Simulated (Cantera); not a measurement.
Cantera run:

```python
import numpy as np
import cantera as ct

gas_names = """
    B BH BH2 BH3 BO BO2 B2 B2O B2O2 B2O3 B3O3H3 H HBO HBO2 HO2 H2 H2O H2O2 H3B3O6 O OH O2 O3
""".split()
cond_names = """
    B(b) B(L) B2O3(L) B3O3H3(cr) H2O(s) H2O(L)
""".split()


# ... load() reads the species with a 1 bar reference pressure and builds the phases ...
atoms = {
    'B2H6': {'B': 2, 'H': 6},
    'H2O': {'H': 2, 'O': 1},
}
top_T = {}  # K; cautious upper limits of use, not melting points


# ... equilibrate(T, P, feed) seeds the gas with the atoms and calls Mixture.equilibrate('TP', solver="vcs", rtol=1e-11, max_steps=5000) ...
results = []
feed = {'B2H6': 1, 'H2O': 0.56}  # mol
P = 79  # Pa
for T in [1473, 1548, 1623, 1698, 1773, 1848, 1923, 1998, 2073, 2148, 2223, 2298]:
    mix = equilibrate(T, P, feed)
    results.append((T, P, feed, dict(zip(mix.species_names, mix.species_moles))))
    x = sorted(zip(gas.X, gas.species_names), reverse=True)
    print(f"T = {T:g} K  P = {P:g} Pa  gas = {mix.phase_moles(0):.4g} mol")
    print("   x: " + "  ".join(f"{s} {v:.3e}" for v, s in x if v > 0.001))
    print("   condensed (mol): " + ("  ".join(f"{mix.phase(i).name} {mix.phase_moles(i):.4g}"
          for i in range(1, mix.n_phases) if mix.phase_moles(i) > 1e-12) or "none"))
```

Output:

```
T = 1473 K  P = 79 Pa  gas = 3.83 mol
   x: H2 8.980e-01  HBO 6.123e-02  B2O2 3.351e-02  B2O3 5.005e-03
   condensed (mol): B(b) 1.463
T = 1548 K  P = 79 Pa  gas = 3.839 mol
   x: H2 8.927e-01  HBO 6.743e-02  B2O2 3.346e-02  B2O3 2.769e-03  BO 1.904e-03  H 1.035e-03
   condensed (mol): B(b) 1.453
T = 1623 K  P = 79 Pa  gas = 3.849 mol
   x: H2 8.876e-01  HBO 7.198e-02  B2O2 3.199e-02  BO 4.138e-03  H 2.317e-03  B2O3 1.518e-03
   condensed (mol): B(b) 1.447
T = 1698 K  P = 79 Pa  gas = 3.863 mol
   x: H2 8.815e-01  HBO 7.475e-02  B2O2 2.947e-02  BO 8.214e-03  H 4.830e-03
   condensed (mol): B(b) 1.444
T = 1773 K  P = 79 Pa  gas = 3.887 mol
   x: H2 8.734e-01  HBO 7.534e-02  B2O2 2.600e-02  BO 1.499e-02  H 9.459e-03
   condensed (mol): B(b) 1.442
T = 1848 K  P = 79 Pa  gas = 3.924 mol
   x: H2 8.618e-01  HBO 7.317e-02  BO 2.514e-02  B2O2 2.165e-02  H 1.751e-02
   condensed (mol): B(b) 1.44
T = 1923 K  P = 79 Pa  gas = 3.979 mol
   x: H2 8.451e-01  HBO 6.779e-02  BO 3.867e-02  H 3.081e-02  B2O2 1.669e-02
   condensed (mol): B(b) 1.438
T = 1998 K  P = 79 Pa  gas = 4.057 mol
   x: H2 8.215e-01  HBO 5.932e-02  BO 5.431e-02  H 5.173e-02  B2O2 1.170e-02
   condensed (mol): B(b) 1.435
T = 2073 K  P = 79 Pa  gas = 4.163 mol
   x: H2 7.887e-01  H 8.310e-02  BO 6.968e-02  HBO 4.876e-02  B2O2 7.390e-03  B2O 1.225e-03
   condensed (mol): B(b) 1.43
T = 2148 K  P = 79 Pa  gas = 4.303 mol
   x: H2 7.437e-01  H 1.279e-01  BO 8.225e-02  HBO 3.768e-02  B2O2 4.232e-03  B2O 1.713e-03  B 1.668e-03
   condensed (mol): B(b) 1.422
T = 2223 K  P = 79 Pa  gas = 4.493 mol
   x: H2 6.833e-01  H 1.884e-01  BO 9.044e-02  HBO 2.751e-02  B 4.730e-03  B2O2 2.236e-03  B2O 2.202e-03  BH2 1.008e-03
   condensed (mol): B(b) 1.404
T = 2298 K  P = 79 Pa  gas = 4.76 mol
   x: H2 6.045e-01  H 2.649e-01  BO 9.374e-02  HBO 1.904e-02  B 1.252e-02  B2O 2.637e-03  BH2 1.246e-03  B2O2 1.110e-03
   condensed (mol): B(b) 1.361
```

Cantera equilibrium calculation (NASA polynomials, part measured and part estimated; ideal gas, pure solids and liquids). The feed counts by its element totals alone. The tables' values for BH2 are old estimates; treat these amounts as uncertain.
